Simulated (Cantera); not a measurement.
## Thermodynamics of silicon oxide and oxynitride deposition, feed TEOS + N2O + NO

A closed system holds: 1 mol TEOS, a varied amount of N2O, 4 mol NO, held at 1725 °C and 36.0 Pa.

Method: chemical equilibrium by Gibbs-energy minimisation in Cantera with the NASA 1993 tables (ideal gas, pure condensed phases). Candidate condensed phases: C, C6H6, C7H8, C8H18, H2O, Si, SiC, SiO2, Si2N2O, Si3N4; 151 gas species. The feed counts by its element totals alone. The tables' values for SiO2, SiN are old estimates; treat these amounts as uncertain. The tables hold silica as quartz up to 1696 K and as liquid above; real silica turns to tridymite and cristobalite and melts near 1996 K. Kinetics and transport are ignored.

At 0.48 mol N2O the condensed part is SiC(s). From 0.77 mol N2O to 12 mol N2O nothing is condensed. From 19 mol N2O to 30 mol N2O the condensed part is SiO2(l). The main Si-bearing gas is SiO throughout.

```csv
n(N2O) (mol),x N2,x H2,x CO,x H2O,x CO2,x O2,x H,x SiO,x Si,x OH,x O,n SiC(s),n SiO2(l)
0.48,0.112,0.427,0.361,1.80e-8,3.32e-9,<1e-12,0.0552,0.0252,0.0176,2.31e-10,2.19e-11,0.0298,0
0.77,0.124,0.419,0.357,4.57e-8,8.50e-9,<1e-12,0.0548,0.0350,0.00948,5.93e-10,5.67e-11,0,0
1.2,0.140,0.404,0.349,0.00728,0.00138,7.28e-8,0.0537,0.0438,7.18e-8,9.63e-5,9.37e-6,0,0
1.9,0.166,0.368,0.334,0.0315,0.00625,1.65e-6,0.0513,0.0425,1.46e-8,0.000437,4.46e-5,0,0
3,0.203,0.316,0.311,0.0660,0.0142,9.76e-6,0.0475,0.0406,5.75e-9,0.000987,0.000108,0,0
4.8,0.258,0.244,0.275,0.114,0.0280,4.88e-5,0.0417,0.0378,2.39e-9,0.00194,0.000243,0,0
7.5,0.327,0.158,0.224,0.167,0.0516,0.000250,0.0336,0.0343,9.58e-10,0.00353,0.000549,0,0
12,0.416,0.0676,0.140,0.215,0.0977,0.00228,0.0220,0.0294,2.72e-10,0.00697,0.00166,0,0
19,0.502,0.0184,0.0551,0.209,0.137,0.0289,0.0115,0.0171,4.44e-11,0.0129,0.00590,0,0.258
30,0.553,0.00741,0.0249,0.155,0.114,0.0980,0.00728,0.00928,1.31e-11,0.0151,0.0109,0,0.426
```
x: gas mole fraction; n: condensed amount in mol.
